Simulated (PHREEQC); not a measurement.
## Brine: an equilibrium model

Dissolve 5 mol NaBr and 0.16 mol Na2SO4 per kg of water at 25 °C. Closed to the air; pH follows from the charge balance.

All values are PHREEQC results (Pitzer model, pitzer.dat), not measurements.

```
Item                        Value
-------------------  ------------
ionic strength       5.48 mol/kgw
activity of water           0.784
density               1.344 g/cm³
osmotic coefficient         1.290
```

```csv
species,molality,activity,log γ
Na+,5.32,8.44,0.201
Br-,5.00,3.74,-0.126
SO4-2,0.160,0.00105,-2.184
OH-,1.16e-7,2.64e-8,-0.643
HSO4-,6.49e-8,2.99e-8,-0.336
H+,5.12e-8,3.00e-7,0.767
```

No solid was allowed to form.
